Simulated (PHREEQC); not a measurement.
Make-up at 64 °C: 0.017 mol/kgw HNO3, 0.094 mol/kgw KNO3 and 0.0056 mol/kgw KH2PO4. Closed to the air; pH follows from the charge balance.

Equilibrium calculation in PHREEQC: ion-association model, phreeqc.dat.

```csv
quantity,before,after
pH,1.97,2.85
H3PO4 (mol/kgw),0.00360,0.000123
H2PO4- (mol/kgw),0.00200,0.000437
KHPO4- (mol/kgw),1.99e-9,3.98e-10
```

Which change was made?
(A) temperature from 64 to 15 °C
(B) diluted 10-fold with water
(C) HNO3 from 0.017 to 0.17 mol/kgw
(D) KH2PO4 from 0.0056 to 0.00112 mol/kgw

B, diluted 10-fold with water

No solid was allowed to form. Constants without temperature data keep their 25 °C values here.
